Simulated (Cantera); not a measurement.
A perfectly stirred reactor is fed with C2H6 : H2 : H2O = 1 : 20 : 0.064 (molar parts), at 1280 Torr; it is held at 1573 K, and followed from long to short residence time.

Detailed kinetics in Cantera: GRI-Mech 3.0 (53 species, 325 reactions). GRI-Mech 3.0 stops at C3 and has no aromatics, soot or wall deposition, so with more carbon than oxygen in the feed, carbon stays in small species such as C2H2 where larger ones or solid carbon would form.

x: mole fraction; the columns are a selection and need not sum to one.

| τ (s) | x C2H6 | x H2 | x C2H | x C2H4 | x CH2 | x C2H2 | x CH3 |
|---|---|---|---|---|---|---|---|
| 18 | 2.02e-5 | 0.919 | 1.09e-9 | 0.00251 | 1.27e-9 | 0.0114 | 4.24e-5 |
| 3.2 | 2.25e-5 | 0.919 | 1.16e-9 | 0.00264 | 1.30e-9 | 0.0120 | 4.26e-5 |
| 0.57 | 3.34e-5 | 0.922 | 1.44e-9 | 0.00308 | ? | 0.0137 | 4.30e-5 |
| 0.10 | 8.18e-5 | 0.928 | 2.45e-9 | 0.00427 | ? | 0.0175 | 4.70e-5 |
| 0.018 | 0.000246 | 0.934 | 4.84e-9 | 0.00622 | ? | 0.0205 | 6.09e-5 |
| 0.0033 | 0.000769 | 0.936 | 7.89e-9 | 0.00943 | ? | 0.0194 | 9.26e-5 |
| 0.00059 | 0.00259 | 0.936 | 8.44e-9 | 0.0149 | ? | 0.0129 | 0.000161 |
| 0.00011 | 0.00860 | 0.937 | 4.49e-9 | 0.0186 | ? | 0.00493 | 0.000298 |

**Question.** Complete the blanks.

**Answer.** 
- 0.57, x CH2: 1.43e-9
- 0.10, x CH2: 2.10e-9
- 0.018, x CH2: 4.54e-9
- 0.0033, x CH2: 1.17e-8
- 0.00059, x CH2: 3.21e-8
- 0.00011, x CH2: 8.19e-8
